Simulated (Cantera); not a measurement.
An isothermal, constant-pressure homogeneous reactor starts with CH₄ : N₂ = 1 : 72 (molar parts), at 1698 K and 57.8 Torr.

Detailed kinetics in Cantera: GRI-Mech 3.0 (53 species, 325 reactions). GRI-Mech 3.0 stops at C3 and has no aromatics, soot or wall deposition, so with more carbon than oxygen in the feed, carbon stays in small species such as C2H2 where larger ones or solid carbon would form.

One state of this run: x CH₄ = 0.00944; x C₂H₆ = 9.28e-6; x H = 1.64e-5; x C₂H₂ = 0.00121; x CH₃ = 0.000408. x: mole fraction; the columns are a selection and need not sum to one.

Q: Which value of t (s) does it belong to?
A. 0.00678
B. 0.0447
C. 0.758
D. 5.00

A: B, 0.0447
